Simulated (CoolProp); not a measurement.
Vapour-liquid equilibrium of ethylene (1) + propylene (2) at 0.0415 MPa; x and y are mole fractions of (1).

Model: multi-fluid Helmholtz-energy mixture model, Smukala 2000 and Lemmon 2013; pair parameters Bell 2016, in CoolProp.

```tsv
x	bubble temperature, mixture model (K)	bubble temperature, Raoult's law (K)	y, mixture model	y, Raoult's law
0.05	196.6	197.1	0.496	0.486
0.125	185.6	186.7	0.776	0.762
0.2	178.5	179.8	0.878	0.868
0.275	173.6	174.9	0.925	0.919
0.35	169.9	171.1	0.950	0.947
0.425	167.1	168.1	0.965	0.964
0.5	164.8	165.7	0.975	0.975
0.575	162.9	163.6	0.982	0.983
0.65	161.3	161.7	0.987	0.988
0.725	159.8	160.1	0.991	0.992
0.8	158.6	158.7	0.994	0.995
0.875	157.4	157.5	0.996	0.997
0.95	156.3	156.3	0.999	0.999
```

The largest gap from Raoult's law is -1.3 K in bubble temperature, at x = 0.275. No azeotrope shows between x = 0.05 and 0.95.

The pair parameters rest on a limited set of measurements; away from them the model extrapolates.
